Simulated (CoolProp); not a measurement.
Values from CoolProp's reference Helmholtz-energy equation of state, Lemmon 2006. It is a short technical equation, of lower accuracy than the large ones.

Q: For toluene, give the phase and the cv (kJ/(kg K)), speed of sound (m/s), expansivity (1/kK), viscosity (µPa s) at 334.6 K and 3.12 bar.

A: 
- 334.6 K and 3.12 bar: liquid; cv 1.37, speed of sound 1150, expansivity 1.16, viscosity 375

Viscosity comes from a separate model (Avgeri 2015).
